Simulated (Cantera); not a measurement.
## Aluminium and copper etching: Cu + HF

Charge: 1 mol Cu, 1.2 mol HF, at 1173 K and 0.100 bar.

Cantera equilibrium calculation (NASA polynomials, part measured and part estimated; ideal gas, pure solids and liquids). Candidate condensed phases: Cu, CuF₂; 15 gas species. Rates play no part.

```yaml
x(HF): 1.000
x(CuF): 3.62e-5
x(H₂): 1.83e-5
x(H₂F₂): 2.37e-6
n(Cu(s)): 1.000 mol
gas_amount: 1.200 mol
log10 activity of CuF₂(l) (absent): -4.70
```
